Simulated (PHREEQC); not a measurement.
PHREEQC input (ion-association model, wateq4f.dat):

```
SOLUTION_MASTER_SPECIES
  An  An-  0  An  62.0  # stands for a non-complexing anion
SOLUTION_SPECIES
  An- = An-
    -log_k 0
    -gamma 3.0 0
PHASES
  Fix_H+
    H+ = H+
    -log_k 0
SOLUTION 1
  temp 25
  units mmol/kgw
  pH 7 charge
  F 1.3
  Na 301.3
  Cl 2.43
  Zn 0.015
  Sr 1.2
  An 300
END
SELECTED_OUTPUT 1
  -reset false
  -pH true
  -pe true
  -ionic_strength true
  -water true
  -totals Cl F Na Sr Zn
  -molalities Hfo_wOH Hfo_wOH2+ Hfo_wO- Hfo_sOH Hfo_sOH2+ Hfo_sO- Hfo_wF Hfo_wOHF- Hfo_sOZn+ Hfo_wOZn+
    Hfo_sOHSr+2 Hfo_wOSr+ Hfo_wOSrOH
  -saturation_indices SrF2 Zn(OH)2-e Zn5(OH)8Cl2 Halite ZnF2
USER_PUNCH 1
  -headings sigma psi
  10 PUNCH EDL("sigma", "Hfo"), EDL("psi", "Hfo")
PRINT
  -reset false
USE solution 1
SURFACE 1
  Hfo_wOH 0.00103371 600 0.46
  Hfo_sOH 2.58427e-05
EQUILIBRIUM_PHASES 1
  Fix_H+ -3 HAn 10
    -force_equality true
  O2(g) -0.68 10
END
# ... the last block is repeated for the other 12 points of pH, with NaOH or the acid as the point needs
```

Selected output (columns that matter, 12 of 13 rows; pH added in front):

```
pH	mu	F	Na	Sr	Zn	m_Hfo_wOH	m_Hfo_wOH2+	m_Hfo_wO-	si_Zn(OH)2-e	si_Zn5(OH)8Cl2	si_Halite	si_ZnF2	sigma	psi
3	0.30654	0.0009554	0.3013	0.0012	1.5e-05	2.1344e-06	0.00068697	1.5192e-10	-10.875	-46.929	-5.0259	-10.843	0.24861	0.10544
3.67	0.30548	0.00090206	0.3013	0.0012	1.4999e-05	7.6201e-06	0.00062815	2.1177e-09	-9.5346	-41.568	-5.0257	-10.495	0.226	0.1008
4.33	0.30524	0.0008998	0.3013	0.0012	1.4975e-05	2.9193e-05	0.00060429	3.2309e-08	-8.2153	-36.292	-5.0256	-10.383	0.21024	0.097255
5	0.30515	0.00093731	0.3013	0.0011999	1.4536e-05	9.7953e-05	0.00057267	3.8383e-07	-6.8883	-30.997	-5.0256	-10.334	0.18152	0.090101
5.67	0.30506	0.0010123	0.3013	0.0011994	1.031e-05	0.00024225	0.0005009	2.6839e-06	-5.6977	-26.384	-5.0256	-10.41	0.13826	0.077169
6.33	0.30496	0.0011032	0.3013	0.0011979	2.977e-06	0.00043953	0.00038507	1.1493e-05	-4.9176	-23.803	-5.0256	-10.874	0.094475	0.060188
7.67	0.3048	0.0012473	0.3013	0.0011848	9.9394e-08	0.00074005	0.00015203	8.2527e-05	-3.7256	-20.523	-5.0255	-12.255	0.023399	0.018181
8.33	0.30479	0.0012791	0.3014	0.0011625	2.1618e-08	0.00074817	8.3045e-05	0.00015442	-3.1514	-18.972	-5.0254	-12.979	-0.0063719	-0.0050468
9	0.30474	0.001292	0.3017	0.0010609	1.4084e-08	0.00058699	2.795e-05	0.00028241	-2.5794	-17.452	-5.025	-13.738	-0.029882	-0.022938
9.67	0.30465	0.0012973	0.30212	0.00089227	7.3407e-08	0.00027213	3.7031e-06	0.00045814	-1.7306	-14.548	-5.0243	-14.226	-0.040577	-0.030394
10.33	0.3048	0.0012993	0.30259	0.00078809	7.4503e-07	7.9946e-05	2.6526e-07	0.00055198	-0.741	-10.92	-5.0237	-14.555	-0.044792	-0.033179
11	0.30589	0.0012998	0.3039	0.00071821	5.7013e-06	1.789e-05	1.3364e-08	0.00054866	0.017	-8.4705	-5.0221	-15.137	-0.046925	-0.034506
```

The oxide is taken as insoluble; below pH 4 it would dissolve.
